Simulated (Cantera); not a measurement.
Feed: 1 mol SiO₂, 75 mol H₂, 0.047 mol H₂O, equilibrated at 0.0100 bar.

Method: chemical equilibrium by Gibbs-energy minimisation in Cantera with the NASA 1993 tables (ideal gas, pure condensed phases). Candidate condensed phases: H₂O, Si, SiO₂; 18 gas species. The tables hold silica as quartz up to 1696 K and as liquid above; real silica turns to tridymite and cristobalite and melts near 1996 K. Kinetics and transport are ignored.

**Question.** Which condensed phases are stable at each of these points (T (°C)): 575, 775, 975, 1175, 1375, 1575, 1775, 1975?

**Answer.** 
| T (°C) | condensed phases | Si condensed (%) |
|---|---|---|
| 575 | SiO₂(β-quartz) | 100.0 |
| 775 | SiO₂(β-quartz) | 100.0 |
| 975 | SiO₂(β-quartz) | 100.0 |
| 1175 | SiO₂(β-quartz) | 99.6 |
| 1375 | SiO₂(β-quartz) | 80.6 |
| 1575 | gas only | 0.0 |
| 1775 | gas only | 0.0 |
| 1975 | gas only | 0.0 |

From 575 °C to 1375 °C the condensed part is SiO₂(β-quartz). From 1575 °C to 1975 °C nothing is condensed.
